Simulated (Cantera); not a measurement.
A perfectly stirred reactor is fed with NO : N2 : H2O = 1 : 1.5 : 0.15 (molar parts), at 20.0 Torr; it is held at 1900 K, and followed from long to short residence time.

Cantera simulation using GRI-Mech 3.0 (53 species, 325 reactions); the numbers are that mechanism's predictions, not measurements. Radical loss at walls, strong at low pressure, is not modelled.

**Question.** Predict: x(NO) at τ = 11.0 s; x(N2O) at τ = 11.0 s; x(N2) at τ = 11.0 s; x(O2) at τ = 11.0 s; x(O) at τ = 11.0 s; x(NO) at τ = 50.0 ms; x(N2O) at τ = 50.0 ms; x(N2) at τ = 50.0 ms; x(O2) at τ = 50.0 ms; x(O) at τ = 50.0 ms.

**Answer.** 
```
Property                 Result
---------------------  --------
x(NO) at τ = 11.0 s       0.275
x(N2O) at τ = 11.0 s    1.28e-5
x(N2) at τ = 11.0 s       0.617
x(O2) at τ = 11.0 s      0.0507
x(O) at τ = 11.0 s     0.000424
x(NO) at τ = 50.0 ms      0.377
x(N2O) at τ = 50.0 ms   2.66e-5
x(N2) at τ = 50.0 ms      0.566
x(O2) at τ = 50.0 ms   0.000288
x(O) at τ = 50.0 ms     1.65e-5
```
